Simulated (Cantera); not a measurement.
Input: 1 mol MgCl₂, 3.1 mol H₂O, 1.9 mol H₂, held at 973 K and 0.135 Torr.

Cantera equilibrium calculation (NASA polynomials, part measured and part estimated; ideal gas, pure solids and liquids). Candidate condensed phases: H₂O, Mg, MgCl₂, MgO, Mg(OH)₂; 22 gas species. Kinetics and transport are ignored.

Base state: H₂O 0.350, HCl 0.333, H₂ 0.317 (mole fractions); condensed: MgO(s).

### Question
What changes in the equilibrium state with this change: temperature from 973 K to 1725 K?

### Answer
| species | before | after |
|---|---|---|
| H₂O | 0.350 | 0.354 |
| H₂ | 0.317 | 0.313 |
| HCl | 0.333 | 0.312 |
| H | 4.53e-8 | 0.00774 |
| MgCl₂ | 3.65e-6 | 0.00651 |
| Mg | <1e-9 | 0.000764 |
| OH | <1e-9 | 0.000483 |
| Cl | 4.50e-8 | 0.00597 |
| MgCl | <1e-9 | 6.89e-5 |
| MgO(s), mol | 1.000 | 0.956 |
